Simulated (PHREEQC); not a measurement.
Consider water at 25 °C with 2.4 mmol/kgw HBr, 5.4 mmol/kgw AlCl3 and 1.4 mmol/kgw MgCl2. Closed to the air; pH follows from the charge balance.

Model: ion-association model, phreeqc.dat, run in PHREEQC.

```json
[
 {"quantity": "pH", "before": "2.68", "after": "1.81"},
 {"quantity": "ionic strength (mol/kgw)", "before": "0.0390", "after": "0.0407"},
 {"quantity": "AlOH+2 (mol/kgw)", "before": "1.36e-5", "after": "7.20e-7"},
 {"quantity": "Al(OH)2+ (mol/kgw)", "before": "3.06e-8", "after": "2.14e-10"},
 {"quantity": "SI of Gibbsite (Al(OH)3)", "before": "-2.91", "after": "-5.94"}
]
```

Question: What was changed between the two runs?
A) 0.0092 mol/kgw H2SO4 added
B) diluted 100-fold with water
C) HBr left out
D) 0.0017 mol/kgw KCl added
E) diluted 5-fold with water

Answer: A, 0.0092 mol/kgw H2SO4 added

This is a speciation only: nothing precipitates in the calculation.
